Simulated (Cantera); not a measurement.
What does this Cantera script print?

```python
import numpy as np
import cantera as ct

gas = ct.Solution("h2o2.yaml")
gas.TPX = 1100, 89000, {'H2': 0.94, 'O2': 1, 'N2': 1.8}
reactor = ct.IdealGasConstPressureReactor(gas, energy="off", clone=False)
net = ct.ReactorNet([reactor])
net.rtol, net.atol = 1e-08, 1e-18
show = ['H2', 'O2', 'HO2', 'H', 'H2O', 'O']
times = np.geomspace(0.0004, 30, 9)

steps = ct.SolutionArray(gas, extra=["t"])
rows = []
print(f"{'t/s':>10s}{'T/K':>9s}{'P/Pa':>11s}" + "".join(f"{s:>11s}" for s in show))
for t in times:
    while net.time < t:
        t_next = net.step()
        steps.append(gas.state, t=t_next)
    rows.append([np.interp(t, steps.t, y) for y in (steps.T, steps.P, *steps(*show).X.T)])
    print(f"{t:10.3e}{rows[-1][0]:9.1f}{rows[-1][1]:11.4g}" + "".join(f"{x:11.3e}" for x in rows[-1][2:]))
rate = np.gradient(steps.T, steps.t)
print("integrator steps:", len(steps.t))
if steps.T.max() > steps.T[0] + 200:
    print(f"time of steepest temperature rise: {steps.t[rate.argmax()]:.4e} s")
gas.TPX = 1100, 89000, {'H2': 0.94, 'O2': 1, 'N2': 1.8}
gas.equilibrate("TP")
print(f"equilibrium (TP): T = {gas.T:.1f} K  " + "  ".join(f"{s} {gas[s].X[0]:.3e}" for s in show))
```

Output:

```
       t/s      T/K       P/Pa         H2         O2        HO2          H        H2O          O
 4.000e-04   1100.0    8.9e+04  1.065e-02  1.664e-01  1.325e-04  1.055e-05  2.751e-01  2.129e-05
 1.627e-03   1100.0    8.9e+04  7.505e-03  1.651e-01  9.788e-05  3.781e-06  2.788e-01  9.009e-06
 6.620e-03   1100.0    8.9e+04  2.867e-03  1.632e-01  5.260e-05  9.085e-07  2.841e-01  3.443e-06
 2.693e-02   1100.0    8.9e+04  4.949e-04  1.623e-01  1.352e-05  5.925e-08  2.869e-01  3.694e-07
 1.095e-01   1100.0    8.9e+04  6.055e-05  1.621e-01  2.117e-06  2.252e-09  2.874e-01  1.691e-08
 4.456e-01   1100.0    8.9e+04  2.517e-06  1.621e-01  1.197e-07  5.770e-11  2.875e-01  6.372e-10
 1.813e+00   1100.0    8.9e+04  1.072e-09  1.621e-01  5.796e-09  8.297e-13  2.875e-01  8.632e-10
 7.375e+00   1100.0    8.9e+04  1.004e-09  1.621e-01  5.407e-09  8.741e-13  2.875e-01  1.072e-09
 3.000e+01   1100.0    8.9e+04  1.004e-09  1.621e-01  5.407e-09  8.741e-13  2.875e-01  1.072e-09
integrator steps: 1915
equilibrium (TP): T = 1100.0 K  H2 1.004e-09  O2 1.621e-01  HO2 5.407e-09  H 8.741e-13  H2O 2.875e-01  O 1.072e-09
```

Cantera simulation using the H2/O2 subset of GRI-Mech 3.0, which has no nitrogen chemistry; the numbers are that mechanism's predictions, not measurements. The temperature is held fixed by assumption; the heat of reaction is taken as removed at once.
